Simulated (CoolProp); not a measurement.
Model: reference Helmholtz-energy equation of state, Tillner-Roth 1994, in CoolProp.

Question: For R134a, give the phase and the density (kg/m³), cp (kJ/(kg K)), Joule-Thomson coefficient (K/MPa), isothermal compressibility (1/MPa) at 289.9 K and 9.69 bar; 356 K and 9.69 bar; 372.5 K and 9.69 bar.

Answer: 
- 289.9 K and 9.69 bar: liquid; density 1240, cp 1.39, Joule-Thomson coefficient -0.0866, isothermal compressibility 0.00413
- 356 K and 9.69 bar: gas; density 37.5, cp 1.03, Joule-Thomson coefficient 13.0, isothermal compressibility 1.17
- 372.5 K and 9.69 bar: gas; density 35.1, cp 1.04, Joule-Thomson coefficient 11.0, isothermal compressibility 1.14
